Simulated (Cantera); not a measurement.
Feed: 1 mol SiH2Cl2, 3.8 mol NH3, 3.1 mol H2, equilibrated at 22.0 Pa.

Equilibrium computed with Cantera from the NASA thermochemical tables; the gas is ideal and each condensed phase is pure. Candidate condensed phases: NH4Cl, Si, Si3N4; 28 gas species. Rates play no part.

Problem. Which condensed phases are stable at each of these points (T (°C)): 625, 675, 725, 775, 825, 875, 925, 975, 1025, 1075, 1125, 1175, 1225, 1275?

Solution. 
```csv
T (°C),condensed phases,Si condensed (%)
625,Si3N4(s),99.8
675,Si3N4(s),99.8
725,Si3N4(s),99.8
775,Si3N4(s),99.8
825,Si3N4(s),99.8
875,Si3N4(s),99.5
925,Si3N4(s),98.7
975,Si3N4(s),96.6
1025,Si3N4(s),92.2
1075,Si3N4(s),84.6
1125,Si3N4(s),74.1
1175,Si3N4(s),62.2
1225,Si(s),56.1
1275,Si(s),55.3
```

From 625 °C to 1175 °C the condensed part is Si3N4(s). From 1225 °C to 1275 °C the condensed part is Si(s).
